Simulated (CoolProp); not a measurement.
Vapour-liquid equilibrium of R134a (1) + R152A (2) at 221.7 K; x and y are mole fractions of (1).

Values from CoolProp's multi-fluid Helmholtz-energy mixture model, Tillner-Roth 1994 and Outcalt 1996; pair parameters Lemmon 2004.

```
x     bubble pressure (bar)  y at the bubble point  dew pressure at overall composition x (bar)  liquid density (mol/L)
----  ---------------------  ---------------------  -------------------------------------------  ----------------------
0.05                 0.2502                  0.043                                       0.2499                   16.03
0.15                 0.2468                  0.137                                       0.2464                   15.80
0.25                 0.2446                  0.240                                       0.2445                   15.59
0.35                 0.2438                  0.349                                       0.2438                   15.38
0.45                 0.2445                  0.462                                       0.2443                   15.18
0.55                 0.2465                  0.574                                       0.2460                   14.99
0.65                 0.2499                  0.683                                       0.2488                   14.80
0.75                 0.2546                  0.785                                       0.2528                   14.62
0.85                 0.2603                  0.878                                       0.2584                   14.46
0.95                 0.2669                  0.962                                       0.2659                   14.29
```

y crosses x between x = 0.35 and 0.45: the model has an azeotrope there.

Pair parameters are fitted to limited data, so mixtures are less certain than the pure fluids.
